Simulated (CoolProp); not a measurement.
Ethanol at several states: fugacity coefficient from the reference equation and from simpler models built on Tc = 241.6 °C, pc = 6268 kPa, ω = 0.644; each cubic takes its own stable root.

Model: reference Helmholtz-energy equation of state, Schroeder 2014, in CoolProp.

| T (°C) | p (kPa) | phase | reference | van der Waals | Redlich-Kwong | Peng-Robinson |
|---|---|---|---|---|---|---|
| 125.25 | 1090 | liquid | 0.4253 | 0.9057 | 0.8795 | 0.4361 |
| -36.35 | 666 | liquid | 0.0001218 | 0.1459 | 0.006330 | 0.0001002 |
| 246.25 | 16.1 | gas | 0.9993 | 0.9993 | 0.9991 | 0.9991 |
| -11.15 | 7940 | liquid | 0.0001087 | 0.03422 | 0.002921 | 0.0001028 |
| 312.25 | 1550 | gas | 0.9608 | 0.9469 | 0.9431 | 0.9449 |
| 80.95 | 67.5 | gas | 0.9798 | 0.9924 | 0.9896 | 0.9859 |

At some of these states van der Waals, Redlich-Kwong gives the other phase, because its saturation line lies elsewhere.
